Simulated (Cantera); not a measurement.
A closed system holds: 1 mol Al(CH₃)₃, 73 mol NH₃, 2.3 mol N₂, equilibrated at 1825 K and 13.0 Pa.

These are equilibrium values from Cantera (NASA tables, ideal gas, pure condensed phases), not measurements of a reactor. Candidate condensed phases: Al, AlN, C, C₆H₆, C₇H₈, C₈H₁₈; 97 gas species. The feed counts by its element totals alone. Equilibrium is a limit: real reactors are often held back by kinetics, nucleation or transport.

Base state: H₂ 0.711, N₂ 0.247, H 0.0326, Al 0.00637, HCN 0.00290, C₂H₂ (acetylene) 0.000153, HNC 0.000116, AlH 2.61e-5 (mole fractions); condensed: C(graphite).

Problem. What changes in the equilibrium state with this change: temperature from 1825 K to 1998.15 K?

Solution. 
```tsv
species	before	after
H₂	0.711	0.640
N₂	0.247	0.235
H	0.0326	0.113
Al	0.00637	0.00612
CN	2.01e-6	2.34e-5
C₂H₂ (acetylene)	0.000153	0.000485
HNC	0.000116	0.000321
HCN	0.00290	0.00568
C(graphite), mol	2.48	1.86
```
